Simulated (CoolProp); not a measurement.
50 sccm (0 °C, 1 atm) of nitrogen bubbles through liquid hexamethyldisiloxane (MM) at 355.7 K and leaves saturated at a total pressure of 0.15 MPa (ideal gas phase). Each further row changes one setting.

The numbers come from the reference Helmholtz-energy equation of state, Thol 2016 in CoolProp.

```
case                      vapour pressure (kPa)  mole fraction of vapour  delivery (mg/min)  delivery (sccm)  change of delivery for a bath 1 K warmer (%)
------------------------  ---------------------  -----------------------  -----------------  ---------------  --------------------------------------------
as stated                                  58.3                    0.388                230             31.8                                           5.5
bath temperature 360.7 K                   68.4                    0.456                ___              ___                                           ___
total pressure 0.3 MPa                     58.3                      ___               87.3             12.1                                           4.1
```

Task: What belongs in the gaps?

Result: 
- bath temperature 360.7 K, delivery (mg/min): 304
- bath temperature 360.7 K, delivery (sccm): 41.9
- bath temperature 360.7 K, change of delivery for a bath 1 K warmer (%): 6.0
- total pressure 0.3 MPa, mole fraction of vapour: 0.194
